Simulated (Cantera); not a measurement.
Mixture: CH4 : O2 : N2 : H2O = 1 : 4.17 : 15.7 : 2.7 (molar parts), at 500000 Pa, adiabatic and at constant pressure. Ignition delay is the time to a rise of 400 K.

Cantera simulation using GRI-Mech 3.0 (53 species, 325 reactions); the numbers are that mechanism's predictions, not measurements.

Question: Predict: delay at 1250 K; delay at 1350 K; delay at 1450 K; delay at 1550 K; delay at 1650 K; delay at 1750 K; apparent activation energy between 1550 and 1750 K.

Answer: 
```json
{
 "delay at 1250 K": "4.30 ms",
 "delay at 1350 K": "1.41 ms",
 "delay at 1450 K": "0.502 ms",
 "delay at 1550 K": "0.193 ms",
 "delay at 1650 K": "81.1 µs",
 "delay at 1750 K": "37.7 µs",
 "apparent activation energy between 1550 and 1750 K": "180 kJ/mol"
}
```
